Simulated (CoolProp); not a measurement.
A closed Brayton cycle with carbon dioxide: compressor inlet 324.15 K and 7.6 MPa, high pressure 23.9 MPa, turbine inlet 860 K, compressor efficiency 0.85, turbine efficiency 0.85, recuperator effectiveness 0.9 (on enthalpy, no pinch check). Each further row changes one setting.

Computed with CoolProp (reference Helmholtz-energy equation of state, Span 1996).

```
case                           thermal efficiency (%)  net work (kJ/kg)  compressor to turbine work  compressor exit (K)  turbine exit (K)
-----------------------------  ----------------------  ----------------  --------------------------  -------------------  ----------------
as stated                                        32.3              83.1                        0.43                424.4             728.3
turbine inlet 810 K                              30.3              73.5                        0.46                424.4             682.8
compressor inlet 334.15 K                        30.9              76.3                        0.48                440.1             728.3
high pressure 20.3 MPa                           31.8              74.6                        0.41                409.6             746.4
recuperator effectiveness 0.5                    21.0              83.1                        0.43                424.4             728.3
```
